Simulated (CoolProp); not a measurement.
Values from CoolProp's reference Helmholtz-energy equation of state, Zhou 2011.

Question: Give the vapour pressure (MPa), vapour density (kg/m³), enthalpy of vaporisation (kJ/kg), liquid cp (kJ/(kg K)) of saturated dimethyl carbonate at 382.8, 406.3, 409.6 K.

Answer: 
```csv
T (K),p (MPa),vapour density (kg/m³),enthalpy of vaporisation (kJ/kg),liquid cp (kJ/(kg K))
382.8,0.182,5.39,362,2.01
406.3,0.337,9.66,344,2.08
409.6,0.365,10.4,341,2.09
```
